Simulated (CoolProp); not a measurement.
Saturation properties of isobutene (Tc = 418.1 K, pc = 4.016 MPa, ω = 0.193).

Values from CoolProp's reference Helmholtz-energy equation of state, Lemmon 2005. It is a short technical equation, of lower accuracy than the large ones.

```json
[
 {"T (K)": "255.7", "p (MPa)": "0.06604", "liquid cp (kJ/(kg K))": "2.182", "vapour Z": "0.9679"},
 {"T (K)": "262.4", "p (MPa)": "0.08730", "liquid cp (kJ/(kg K))": "…", "vapour Z": "0.9613"},
 {"T (K)": "269", "p (MPa)": "…", "liquid cp (kJ/(kg K))": "2.236", "vapour Z": "0.9539"},
 {"T (K)": "275.6", "p (MPa)": "0.1446", "liquid cp (kJ/(kg K))": "2.265", "vapour Z": "…"},
 {"T (K)": "282.2", "p (MPa)": "0.1824", "liquid cp (kJ/(kg K))": "2.296", "vapour Z": "0.9366"},
 {"T (K)": "288.8", "p (MPa)": "0.2274", "liquid cp (kJ/(kg K))": "2.329", "vapour Z": "0.9266"},
 {"T (K)": "295.4", "p (MPa)": "0.2803", "liquid cp (kJ/(kg K))": "2.363", "vapour Z": "0.9156"},
 {"T (K)": "302", "p (MPa)": "0.3421", "liquid cp (kJ/(kg K))": "2.399", "vapour Z": "0.9036"},
 {"T (K)": "308.6", "p (MPa)": "0.4137", "liquid cp (kJ/(kg K))": "2.438", "vapour Z": "0.8905"},
 {"T (K)": "315.2", "p (MPa)": "0.4959", "liquid cp (kJ/(kg K))": "2.479", "vapour Z": "0.8764"},
 {"T (K)": "321.8", "p (MPa)": "0.5897", "liquid cp (kJ/(kg K))": "2.523", "vapour Z": "0.8611"},
 {"T (K)": "328.4", "p (MPa)": "0.6961", "liquid cp (kJ/(kg K))": "2.571", "vapour Z": "0.8445"},
 {"T (K)": "335", "p (MPa)": "0.8160", "liquid cp (kJ/(kg K))": "2.623", "vapour Z": "0.8268"},
 {"T (K)": "341.6", "p (MPa)": "0.9506", "liquid cp (kJ/(kg K))": "2.680", "vapour Z": "0.8076"}
]
```

Complete the blanks.


- 262.4, liquid cp (kJ/(kg K)): 2.208
- 269, p (MPa): 0.1131
- 275.6, vapour Z: 0.9457

It boils at 266.1 K under 1 atm.
